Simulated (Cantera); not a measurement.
A perfectly stirred reactor is fed with C2H6 : N2 = 1 : 9.9 (molar parts), at 750 Torr; it is held at 1650 K, and followed from long to short residence time.

Model: GRI-Mech 3.0 (53 species, 325 reactions), integrated in Cantera. GRI-Mech 3.0 stops at C3 and has no aromatics, soot or wall deposition, so with more carbon than oxygen in the feed, carbon stays in small species such as C2H2 where larger ones or solid carbon would form.

Task: What does this change do: N2 9.9 to 1 parts?

Result: 
```csv
quantity,before,after
x(C2H6) at τ = 5.40 s,3.03e-6,1.76e-5
x(C2H4) at τ = 5.40 s,0.000787,0.00787
x(C2H) at τ = 5.40 s,8.15e-8,1.41e-7
x(H) at τ = 5.40 s,3.67e-5,6.33e-5
x(HCN) at τ = 5.40 s,1.60e-6,4.14e-7
x(C2H6) at τ = 0.110 s,9.30e-5,0.000258
x(C2H4) at τ = 0.110 s,0.00111,0.00845
x(C2H) at τ = 0.110 s,1.27e-7,1.93e-7
x(H) at τ = 0.110 s,5.40e-5,8.22e-5
x(HCN) at τ = 0.110 s,5.14e-7,5.59e-8
```

Task: What does this change do: N2 9.9 to 72 parts?

Result: 
| quantity | before | after |
|---|---|---|
| x(C2H6) at τ = 5.40 s | 3.03e-6 | 6.96e-7 |
| x(C2H4) at τ = 5.40 s | 0.000787 | 2.68e-5 |
| x(C2H) at τ = 5.40 s | 8.15e-8 | 3.56e-8 |
| x(H) at τ = 5.40 s | 3.67e-5 | 1.59e-5 |
| x(HCN) at τ = 5.40 s | 1.60e-6 | 7.22e-6 |
| x(C2H6) at τ = 0.110 s | 9.30e-5 | 2.34e-5 |
| x(C2H4) at τ = 0.110 s | 0.00111 | 0.000133 |
| x(C2H) at τ = 0.110 s | 1.27e-7 | 6.40e-8 |
| x(H) at τ = 0.110 s | 5.40e-5 | 2.72e-5 |
| x(HCN) at τ = 0.110 s | 5.14e-7 | 3.01e-6 |

Task: What does this change do: temperature 1650 to 1100 K?

Result: 
```csv
quantity,before,after
x(C2H6) at τ = 5.40 s,3.03e-6,0.00660
x(C2H4) at τ = 5.40 s,0.000787,0.0616
x(C2H) at τ = 5.40 s,8.15e-8,1.24e-12
x(H) at τ = 5.40 s,3.67e-5,1.61e-7
x(HCN) at τ = 5.40 s,1.60e-6,<1e-12
x(C2H6) at τ = 0.110 s,9.30e-5,0.0535
x(C2H4) at τ = 0.110 s,0.00111,0.0329
x(C2H) at τ = 0.110 s,1.27e-7,<1e-12
x(H) at τ = 0.110 s,5.40e-5,2.59e-7
x(HCN) at τ = 0.110 s,5.14e-7,<1e-12
```
